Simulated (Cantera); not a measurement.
Input: 1 mol MgO, 6.3 mol N2, held at 1752 °C and 8.00 bar.

These are equilibrium values from Cantera (NASA tables, ideal gas, pure condensed phases), not measurements of a reactor. Candidate condensed phases: Mg, MgO; 13 gas species. Rates play no part.

Base state: N2 1.000 (mole fractions); condensed: MgO(s).

Question: What changes in the equilibrium state with this change: 0.074 mol Cl2 added?

Answer: 
```csv
species,before,after
N2,1.000,0.981
MgCl2,0,0.00954
O2,1.61e-8,0.00411
Cl,0,0.00365
Cl2,0,0.000162
O,3.62e-8,1.83e-5
"MgO(s), mol",1.000,0.939
```
Further candidate phases: MgCl2.
